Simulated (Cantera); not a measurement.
A diamond (100) surface in a fixed gas of H2 with x(CH4) = 0.028, x(CH3) = 0.0014, at 1000 K, 0.0290 bar; coverages are run to steady state.

Detailed kinetics in Cantera: the Harris–Goodwin 1993 mechanism for the reconstructed diamond (100) surface.

One state of this run: growth (µm/h) = 2.96; θ c6HH = 0.266; θ c6H* = 0.00732; θ c6*H = 0.150; θ c6** = 0.00146; θ c6HM = 0.419. θ: site fractions in the mechanism's names (c6HH fully hydrogenated, c6H* and c6*H radical sites, c6** diradical, c6HM methylated).

Problem. Which value of x(H) does it belong to?
A) 0.00025
B) 0.0001
C) 0.01
D) 0.17

Solution. A, 0.00025
